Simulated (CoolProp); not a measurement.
Vapour pressure (MPa) of ethylene: the reference equation beside estimates from Tc = 9.2 °C, pc = 5.042 MPa, ω = 0.087. Clausius-Clapeyron is anchored at -108.15 °C with a constant enthalpy of vaporisation of 13.71 kJ/mol.

Model: reference Helmholtz-energy equation of state, Smukala 2000, in CoolProp.

| T (°C) | reference | Lee-Kesler | Clausius-Clapeyron | van der Waals | Redlich-Kwong |
|---|---|---|---|---|---|
| -108.15 | 0.07769 | 0.07698 | 0.07769 | 0.3755 | 0.07783 |
| -100.15 | 0.1248 | 0.1240 | 0.1233 | 0.4938 | 0.1282 |
| -92.25 | 0.1904 | 0.1896 | 0.1870 | 0.6332 | 0.1992 |
| -84.35 | 0.2795 | 0.2790 | 0.2738 | 0.7968 | 0.2959 |
| -76.35 | 0.3986 | 0.3985 | 0.3905 | 0.9888 | 0.4251 |
| -68.45 | 0.5497 | 0.5501 | 0.5396 | 1.206 | 0.5887 |
| -60.45 | 0.7420 | 0.7429 | 0.7306 | 1.455 | 0.7955 |
| -52.55 | 0.9761 | 0.9772 | 0.9643 | 1.731 | 1.045 |
| -44.55 | 1.264 | 1.264 | 1.253 | 2.042 | 1.349 |
| -36.65 | 1.603 | 1.603 | 1.594 | 2.382 | 1.704 |
| -28.65 | 2.010 | 2.008 | 2.002 | 2.761 | 2.123 |

Absolute difference from the reference over all 11 rows, mean and median: Lee-Kesler 0.2 and 0.1 %, Clausius-Clapeyron 1.2 and 1.2 %, van der Waals 153.2 and 119.4 %, Redlich-Kwong 5.5 and 6.3 %.
